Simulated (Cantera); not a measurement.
# Equilibrium for aluminium nitride and oxide growth: Al(CH3)3 + H2O + N2

Input: 1 mol Al(CH3)3, 0.54 mol H2O, 90 mol N2, at 0.548 Torr.

These are equilibrium values from Cantera (NASA tables, ideal gas, pure condensed phases), not measurements of a reactor. Candidate condensed phases: Al, AlN, Al2O3, C, C6H6, C7H8, C8H18, H2O; 148 gas species. The feed counts by its element totals alone. Mutual solubility and eutectic melting of coexisting phases are not modelled. Kinetics and transport are ignored.

```
T (K)   x N2    x H2      x CO       x H     x HCN      x Al    x HNC  n AlN(s)  n Al2O3(s)  n C(graphite)
-----  -----  ------  --------  --------  --------  --------  -------  --------  ----------  -------------
1050   0.946  0.0532  0.000628   6.92e-8   2.50e-6    <1e-12  5.22e-9     0.680       0.160           2.94
1100   0.945  0.0531   0.00210   2.21e-7   4.98e-6    <1e-12  1.43e-8     0.773       0.114           2.80
1150   0.941  0.0530   0.00568   6.36e-7   9.34e-6    <1e-12  3.58e-8      1.00           0           2.46
1200   0.941  0.0530   0.00568   1.68e-6   1.66e-5  8.85e-12  8.31e-8      1.00           0           2.46
1250   0.941  0.0530   0.00568   4.12e-6   2.83e-5  1.15e-10  1.80e-7      1.00           0           2.46
1300   0.941  0.0530   0.00568   9.42e-6   4.62e-5   1.23e-9  3.69e-7      1.00           0           2.46
1350   0.941  0.0530   0.00568   2.03e-5   7.27e-5   1.10e-8  7.15e-7     1.000           0           2.45
1400   0.941  0.0529   0.00568   4.14e-5  0.000111   8.38e-8  1.32e-6     1.000           0           2.45
1450   0.941  0.0529   0.00568   8.05e-5  0.000164   5.55e-7  2.34e-6     1.000           0           2.44
1500   0.941  0.0528   0.00568  0.000150  0.000236   3.23e-6  3.98e-6     1.000           0           2.44
1550   0.941  0.0527   0.00568  0.000268  0.000331   1.68e-5  6.54e-6     0.998           0           2.43
1600   0.941  0.0525   0.00568  0.000461  0.000455   7.84e-5  1.04e-5     0.992           0           2.42
1650   0.940  0.0523   0.00567  0.000769  0.000612  0.000334  1.61e-5     0.968           0           2.40
```
x: gas mole fraction; n: condensed amount in mol.

From 1050 K to 1100 K the condensed part is AlN(s) + Al2O3(s) + C(graphite). From 1150 K to 1650 K the condensed part is AlN(s) + C(graphite).
